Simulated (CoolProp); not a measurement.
R152A at 293.15 K and 1.14 MPa flows at 4.5 m/s in a round tube of 10 mm bore and 45 µm roughness, fully developed (64/Re and Nu = 3.66 if laminar; Colebrook and Gnielinski if turbulent). Each further row changes one setting.

Model: reference Helmholtz-energy equation of state, Outcalt 1996, in CoolProp. It is a modified Benedict-Webb-Rubin equation, recast in Helmholtz form.

```
case            Reynolds number  Darcy friction factor  pressure drop (Pa/m)  heat-transfer coefficient (W/(m² K))  mass flow (kg/h)
--------------  ---------------  ---------------------  --------------------  ------------------------------------  ----------------
as stated                238000                 0.0299                 27600                                 14900              1160
velocity 9 m/s           476000                 0.0296                110000                                 29700              2330
diameter 20 mm           476000                 0.0245                 11400                                 12800              4650
```

Viscosity comes from a separate model (Bell 2016), an estimate that may be off by 10 % or more. Thermal conductivity comes from a separate model (Krauss 1996).
